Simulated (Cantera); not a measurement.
# Gas-phase reforming

An isothermal, constant-pressure homogeneous reactor starts with 25.5 % CH4, 71.4 % CO2, 3.06 % H2, at 1725 K and 21000 Pa.

Detailed kinetics in Cantera: GRI-Mech 3.0 (53 species, 325 reactions).

| t (s) | x CH4 | x CO2 | x H2 | x C2H4 | x O | x C2H6 |
|---|---|---|---|---|---|---|
| 1.00e-5 | 0.255 | 0.714 | 0.0306 | 1.91e-9 | 1.15e-11 | 2.85e-9 |
| 3.98e-5 | 0.255 | 0.714 | 0.0307 | 1.80e-7 | 1.24e-11 | 1.80e-7 |
| 0.000158 | 0.254 | 0.714 | 0.0309 | 1.21e-5 | 2.14e-11 | 8.77e-6 |
| 0.000631 | 0.252 | 0.713 | 0.0324 | 0.000552 | 1.10e-10 | 0.000186 |
| 0.00251 | 0.224 | 0.697 | 0.0543 | 0.00720 | 4.83e-10 | 0.000587 |
| 0.0100 | 0.144 | 0.613 | 0.119 | 0.00472 | 6.52e-10 | 0.000228 |
| 0.0398 | 0.0502 | 0.420 | 0.112 | 0.000902 | 1.17e-9 | 5.03e-5 |
| 0.158 | 0.00923 | 0.251 | 0.0971 | 0.000121 | 3.37e-9 | 5.11e-6 |
| 0.631 | 0.00565 | 0.171 | 0.150 | 3.92e-5 | 4.22e-9 | 1.06e-6 |
| 2.51 | 0.000877 | 0.135 | 0.184 | 1.36e-6 | 5.54e-9 | 1.82e-8 |
| 10.0 | 6.76e-10 | 0.133 | 0.187 | <1e-12 | 6.67e-9 | <1e-12 |
x: mole fraction; the columns are a selection and need not sum to one.

Equilibrium at this temperature and pressure: CH4 3.51e-10, CO2 0.133, H2 0.187, C2H4 <1e-12, O 6.67e-9, C2H6 <1e-12 (gas phase only).
